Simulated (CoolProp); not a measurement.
The numbers come from the reference Helmholtz-energy equation of state, Lemmon 2006 in CoolProp. It is a short technical equation, of lower accuracy than the large ones.

Question: Give the vapour pressure (kPa), liquid density (kg/m³), vapour density (kg/m³), enthalpy of vaporisation (kJ/kg) of saturated isohexane at 328.8, 379.6 K.

Answer: 
```tsv
T (K)	p (kPa)	liquid density (kg/m³)	vapour density (kg/m³)	enthalpy of vaporisation (kJ/kg)
328.8	87.4	620	2.88	326
379.6	361	566	11.1	285
```
